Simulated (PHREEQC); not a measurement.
A made-up water analysis in mg/L, 15 °C, pH 7.74, pe 2.2: Na 7250; K 100; Ca 218; Mg 481; Cl 12300; S(6) as SO4 1290; Alkalinity as HCO3 11.3; Fe(2) 358.

Valence states are taken as typed.

The numbers come from PHREEQC with the ion-association model, phreeqc.dat.

This is a speciation only: nothing precipitates in the calculation.

Q: Predict the activity of water, density.

A: activity of water 0.988; density 1.016 g/cm³.

Q: In which forms is S present?

A: SO4-2 61 %, NaSO4- 21 %, MgSO4 13 %, CaSO4 2.9 %, FeSO4 2.7 % of the S.

Saturation is exceeded, for instance for Siderite; the values hold only as long as no solid forms. Species that the database lacks are ignored.
